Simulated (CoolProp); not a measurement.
Methanol along the isotherm 523.9 K: Z from the reference equation and from simpler models built on Tc = 513.4 K, pc = 8.216 MPa, ω = 0.565; each cubic takes its own stable root.

The numbers come from the reference Helmholtz-energy equation of state, de Reuck 1993 in CoolProp.

```tsv
p (MPa)	phase	reference
0.13	gas	0.9955
0.231	gas	0.9919
0.411	gas	0.9855
0.731	gas	0.9736
1.3	gas	0.9514
2.31	gas	0.9080
4.11	gas	0.8183
7.31	gas	0.6034
13	supercritical	0.2140
23.1	supercritical	0.3189
41.1	supercritical	0.5083
```

Problem. How far does each simpler model (Redlich-Kwong, Peng-Robinson) lie from the reference over these 11 states: mean and median of the absolute difference, and the worst?

Solution. 
- Redlich-Kwong: mean 12.0 %, median 0.4 %, worst +46.6 % at 523.9 K and 13 MPa
- Peng-Robinson: mean 9.2 %, median 0.9 %, worst +38.9 % at 523.9 K and 13 MPa
